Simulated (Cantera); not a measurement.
A perfectly stirred reactor is fed with 21.2 % CO, 2.75 % H2, 8.55 % O2, 67.5 % N2, equivalence ratio 1.4, at 1.18 atm; it is adiabatic with a 650 K inlet, and is followed from long to short residence time, starting on the burning branch (τ in s: 0.23, 0.086, 0.032, 0.012, 0.0044, 0.0016, 0.00061, 0.00023, 8.5e-05, 3.2e-05).

Detailed kinetics in Cantera: GRI-Mech 3.0 (53 species, 325 reactions).

Problem. Predict: blow-out, bracketed by the residence times tried; x(CO) at τ = 0.230 s; x(H2) at τ = 0.230 s; x(O2) at τ = 0.230 s; x(H2O2) at τ = 0.230 s; x(N2O) at τ = 0.230 s; x(CO) at τ = 1.60 ms; x(H2) at τ = 1.60 ms; x(O2) at τ = 1.60 ms; x(H2O2) at τ = 1.60 ms; x(N2O) at τ = 1.60 ms.

Solution. 
```
Property                                                                        Value
------------------------------------------------  -----------------------------------
blow-out, bracketed by the residence times tried  burning at 0.230 ms, out at 85.0 µs
x(CO) at τ = 0.230 s                                                           0.0731
x(H2) at τ = 0.230 s                                                          0.00268
x(O2) at τ = 0.230 s                                                         0.000548
x(H2O2) at τ = 0.230 s                                                        6.74e-9
x(N2O) at τ = 0.230 s                                                         3.39e-8
x(CO) at τ = 1.60 ms                                                           0.0929
x(H2) at τ = 1.60 ms                                                          0.00368
x(O2) at τ = 1.60 ms                                                           0.0109
x(H2O2) at τ = 1.60 ms                                                        1.53e-7
x(N2O) at τ = 1.60 ms                                                         1.18e-7
```
